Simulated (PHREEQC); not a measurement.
Make-up at 83 °C: 81 mmol/kgw HF, 0.11 mmol/kgw KF and 7.2 mmol/kgw H2SO4. Closed to the air; pH follows from the charge balance.

The numbers come from PHREEQC with the ion-association model, phreeqc.dat.

Precipitation was switched off in this run.

Task: What pH does the model give?

Result: pH 1.99.

Task: In which forms is S present?

Result: HSO4- 75 %, SO4-2 25 % of the S.

Complexes and solids missing from the database can't appear. At this temperature some constants are extrapolated from 25 °C, and those without enthalpy data are left unchanged.
